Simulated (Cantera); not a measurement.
## borazine + N2 + H2 (boron, boron nitride and boron oxide)

Charge: 1 mol borazine, 5.8 mol N2, 73 mol H2, held at 0.100 bar.

Cantera equilibrium calculation (NASA polynomials, part measured and part estimated; ideal gas, pure solids and liquids). Candidate condensed phases: B, BN; 15 gas species. The feed counts by its element totals alone. The tables' values for BH2 are old estimates; treat these amounts as uncertain. Gases not in the tables: B2H6 and higher boranes. The numbers say what is thermodynamically allowed, not how fast it happens.

From 1798 K to 2248 K the condensed part is BN(s).

```csv
T (K),log p H2,log p N2,log p H,log p BH2,log p B,log p BH3,log p BH,log p BN,n BN(s)
1798,-1.03,-2.15,-3.97,-6.54,-10.12,-7.87,-9.92,-10.90,3.00
1848,-1.03,-2.15,-3.79,-6.20,-9.49,-7.60,-9.38,-10.34,3.00
1898,-1.03,-2.15,-3.62,-5.87,-8.89,-7.35,-8.88,-9.80,3.00
1948,-1.03,-2.15,-3.46,-5.56,-8.32,-7.12,-8.40,-9.30,3.00
1998,-1.03,-2.15,-3.31,-5.26,-7.79,-6.90,-7.94,-8.82,3.00
2048,-1.04,-2.15,-3.17,-4.99,-7.27,-6.68,-7.51,-8.36,2.99
2098,-1.04,-2.15,-3.03,-4.72,-6.79,-6.48,-7.09,-7.93,2.98
2148,-1.04,-2.15,-2.90,-4.47,-6.32,-6.29,-6.70,-7.52,2.97
2198,-1.04,-2.15,-2.77,-4.23,-5.88,-6.11,-6.33,-7.12,2.95
2248,-1.04,-2.15,-2.66,-4.00,-5.46,-5.94,-5.97,-6.74,2.91
```
log p: log10 of the partial pressure in bar; n: condensed amount in mol.
